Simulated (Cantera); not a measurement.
A Cantera script and what it prints.

```python
import numpy as np
import cantera as ct

gas_names = """
    H H2 N NH NH2 NH3 N2 N2H2 N2H4 Zr ZrN
""".split()
cond_names = """
    Zr(a) Zr(b) Zr(L) ZrN(s) ZrN(L)
""".split()


def load(file, names, dense=False):
    # The tables refer to 1 bar. Condensed volumes are neglected.
    table = {s.name: s for s in ct.Species.list_from_file(file)}
    out = []
    for n in names:
        d = dict(table[n].input_data)
        d["thermo"] = dict(d["thermo"], **{"reference-pressure": 1e5})
        if dense:
            d["equation-of-state"] = {"model": "constant-volume", "density": "1e6 g/cm^3"}
        out.append(ct.Species.from_dict(d))
    return out


gas = ct.Solution(thermo="ideal-gas", species=load("nasa_gas.yaml", gas_names))
cond = {s.name: ct.Solution(thermo="fixed-stoichiometry", species=[s], name=s.name)
        for s in load("nasa_condensed.yaml", cond_names, dense=True)}
atoms = {
    'ZrN': {'Zr': 1, 'N': 1},
    'H2': {'H': 2},
}
top_T = {}  # K; cautious upper limits of use, not melting points


def equilibrate(T, P, feed):
    n = {}
    for name, mol in feed.items():
        for a, k in atoms[name].items():
            n[a] = n.get(a, 0.0) + k * mol
    gas.TPX = T, P, n
    mass = sum(n.values()) * gas.mean_molecular_weight
    gas.equilibrate("TP")
    valid = [c for c in cond.values() if c.min_temp <= T <= top_T.get(c.name, c.max_temp)]
    mix = ct.Mixture([(gas, mass / gas.mean_molecular_weight)] + [(c, 0.0) for c in valid])
    mix.T, mix.P = T, P
    mix.equilibrate("TP", solver="vcs", rtol=1e-11, max_steps=5000)
    return mix


results = []
feed = {'ZrN': 1, 'H2': 0.43}  # mol
T = 2248.15  # K
P = 260  # Pa
mix = equilibrate(T, P, feed)
results.append((T, P, feed, dict(zip(mix.species_names, mix.species_moles))))
print(gas.report(threshold=1e-06))
for i in range(1, mix.n_phases):
    print(f"{mix.phase(i).name:16s} {mix.phase_moles(i):12.5e} mol")
```

Output:

```
       temperature   2248.2 K
          pressure   260 Pa
           density   2.6219e-05 kg/m^3
  mean mol. weight   1.885 kg/kmol
   phase of matter   gas

                          1 kg             1 kmol
                     ---------------   ---------------
          enthalpy        4.6697e+07        8.8022e+07  J
   internal energy         3.678e+07         6.933e+07  J
           entropy        1.2758e+05        2.4048e+05  J/K
    Gibbs function       -2.4012e+08       -4.5262e+08  J
 heat capacity c_p             17553             33087  J/K
 heat capacity c_v             13142             24773  J/K

                      mass frac. Y      mole frac. X     chem. pot. / RT
                     ---------------   ---------------   ---------------
                 H          0.071748           0.13417           -12.978
                H2           0.92595           0.86577           -25.956
                N2        0.00030633        2.0612e-05           -44.084
                Zr         0.0019952        4.1226e-05           -8.9623
     [   +7 minor]        1.8234e-08        2.3963e-09

Zr(L)             0.00000e+00 mol
ZrN(s)            9.99981e-01 mol
```

Cantera equilibrium calculation (NASA polynomials, part measured and part estimated; ideal gas, pure solids and liquids). ZrN: taken at fixed stoichiometry.
